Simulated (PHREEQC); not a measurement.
**Spent oxide etchant: an equilibrium model**

Consider water at 25 °C with 0.004 mol HF, 0.0087 mol H2SiF6, 0.0059 mol H3BO3, 7.4e-05 mol HNO3 and 0.0015 mol NaHCO3 per kg of water. Closed to the air; pH follows from the charge balance.

All values are PHREEQC results (ion-association model, phreeqc.dat), not measurements.

This is a speciation only: nothing precipitates in the calculation.

Task: Estimate the pH, ionic strength.

Result: pH 1.87; ionic strength 0.0239 mol/kgw.

Task: In which forms is Si present?

Result: SiF6-2 81 %, H4SiO4 19 % of the Si.

Examples of supersaturated solids here: Quartz (slow to form), Chalcedony (slow to form). Others may be too. Complexes and solids missing from the database can't appear. SiF6-2 is the database's only silicon fluoride. Real BF4- forms and hydrolyses slowly; the run takes it at equilibrium.
